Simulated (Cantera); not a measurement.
Cantera run, input and output.

```python
import numpy as np
import cantera as ct

gas = ct.Solution("h2o2.yaml")
gas.TPX = 500, 500000, {'H2': 1, 'O2': 0.926, 'N2': 3.48}
flame = ct.FreeFlame(gas, width=0.013)
flame.set_refine_criteria(ratio=3, slope=0.08, curve=0.16)
flame.transport_model = "mixture-averaged"
flame.solve(loglevel=0, auto=True)
z, T = flame.grid, flame.T
thick = (T[-1] - T[0]) / np.gradient(T, z).max()
show = ['H2', 'O2', 'H2O2', 'H', 'H2O', 'HO2']
print(f"laminar burning velocity  {flame.velocity[0] * 100:.3f} cm/s")
print(f"burnt temperature         {T[-1]:.1f} K")
print(f"thermal thickness         {thick * 1e3:.4f} mm")
print(f"grid points               {len(z)}")
z0 = z[flame.heat_release_rate.argmax()]
print(f"{'z/mm':>9s}{'T/K':>9s}{'u/(m/s)':>9s}" + "".join(f"{s:>11s}" for s in show))
rows = []
for k in (-3, -2, -1.5, -1, -0.5, -0.25, 0, 0.25, 0.5, 1, 2, 4, 8):
    zz = z0 + k * thick
    rows.append([k * thick, np.interp(zz, z, T), np.interp(zz, z, flame.velocity),
                 *(np.interp(zz, z, flame.X[gas.species_index(s)]) for s in show)])
    print(f"{rows[-1][0] * 1e3:9.3f}{rows[-1][1]:9.1f}{rows[-1][2]:9.3f}" + "".join(f"{x:11.3e}" for x in rows[-1][3:]))
```

Result:

```
laminar burning velocity  92.300 cm/s
burnt temperature         1840.4 K
thermal thickness         0.0803 mm
grid points               111
     z/mm      T/K  u/(m/s)         H2         O2       H2O2          H        H2O        HO2
   -0.241    500.8    0.920  1.803e-01  1.723e-01  1.252e-07  5.953e-14  5.737e-05  1.880e-07
   -0.161    503.4    0.917  1.725e-01  1.738e-01  7.585e-07  8.226e-13  3.020e-04  1.139e-06
   -0.120    511.6    0.920  1.612e-01  1.758e-01  3.787e-06  1.061e-11  1.246e-03  5.770e-06
   -0.080    551.8    0.969  1.369e-01  1.788e-01  2.654e-05  7.220e-10  6.886e-03  4.502e-05
   -0.040    790.3    1.341  8.809e-02  1.711e-01  1.626e-04  1.455e-05  4.286e-02  4.990e-04
   -0.020   1089.9    1.830  5.663e-02  1.515e-01  1.507e-04  3.964e-04  8.708e-02  5.718e-04
    0.000   1397.1    2.339  2.862e-02  1.244e-01  2.105e-05  1.554e-03  1.357e-01  3.305e-04
    0.020   1594.1    2.670  1.214e-02  1.048e-01  4.567e-06  1.896e-03  1.669e-01  1.845e-04
    0.040   1698.3    2.844  5.469e-03  9.626e-02  2.864e-06  1.343e-03  1.807e-01  1.111e-04
    0.080   1783.1    2.982  1.787e-03  9.224e-02  1.604e-06  4.562e-04  1.895e-01  4.822e-05
    0.161   1823.3    3.045  4.768e-04  9.178e-02  7.513e-07  7.300e-05  1.933e-01  1.470e-05
    0.321   1836.1    3.065  1.093e-04  9.199e-02  3.184e-07  8.974e-06  1.946e-01  4.104e-06
    0.642   1839.6    3.070  3.535e-05  9.212e-02  1.725e-07  1.946e-06  1.950e-01  1.945e-06
```

Computed with Cantera and the H2/O2 subset of GRI-Mech 3.0, which has no nitrogen chemistry. The hydrogen kinetics of GRI-Mech 3.0 are dated; newer H2 mechanisms differ, most at raised pressure. Burning velocities carry a grid error of a few per cent, more on coarse grids. Lean hydrogen flames are cellular in practice and burn faster than this planar one.
